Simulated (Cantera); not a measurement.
# Stirred combustor or abatement burner

A perfectly stirred reactor is fed with CH4 : O2 : N2 = 1 : 1.82 : 6.84 (molar parts), at 101000 Pa; it is adiabatic with a 500 K inlet, and is followed from long to short residence time, starting on the burning branch (τ in s: 0.23, 0.063, 0.017, 0.0046, 0.0012, 0.00033, 8.9e-05, 2.4e-05, 6.5e-06).

Computed with Cantera and GRI-Mech 3.0 (53 species, 325 reactions).

```tsv
τ (s)	T (K)	x CH4	x O2	x H2O	x OH	x C2H6	x H	x HCO
0.23	2318	1.80e-6	0.00148	0.187	0.00330	<1e-12	0.00139	2.06e-8
0.063	2305	5.17e-6	0.00202	0.186	0.00383	5.87e-12	0.00171	5.63e-8
0.017	2277	1.32e-5	0.00326	0.184	0.00485	3.63e-11	0.00245	1.81e-7
0.0046	2224	3.20e-5	0.00550	0.179	0.00629	1.91e-10	0.00396	6.05e-7
0.0012	2144	8.54e-5	0.00888	0.173	0.00778	1.16e-9	0.00664	2.09e-6
0.00033	2051	0.000254	0.0132	0.167	0.00852	9.27e-9	0.00991	6.95e-6
8.9e-5	1941	0.00105	0.0214	0.161	0.00746	1.84e-7	0.0111	2.54e-5
2.4e-5	500	0.104	0.188	<1e-12	<1e-12	<1e-12	<1e-12	<1e-12
6.5e-6	500	0.104	0.188	<1e-12	<1e-12	<1e-12	<1e-12	<1e-12
```
x: mole fraction; the columns are a selection and need not sum to one.
